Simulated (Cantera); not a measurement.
Gas mixture: C2H6 = 0.26 (molar parts), at 2.70 bar, frozen composition.

Cantera's kinetic-theory transport with the Lennard-Jones parameters of GRI-Mech 3.0, ideal gas; thermal conductivity in the mixture-averaged form. The composition is frozen, though it would react at the higher temperatures.

One state of this run: ρ (kg/m³) = 0.697; cp (J/kg/K) = 4736; μ (µPa s) = 32.6; λ (mW/m/K) = 206; Pr = 0.749; D (cm²/s) CH4 = 0.893; D (cm²/s) H = 4.68; D (cm²/s) O = 1.22. D: mixture-averaged diffusion coefficient of that species in the mixture.

Problem. Which value of T (K) does it belong to?
A. 1400
B. 1600
C. 1200
D. 1800

Solution. A, 1400
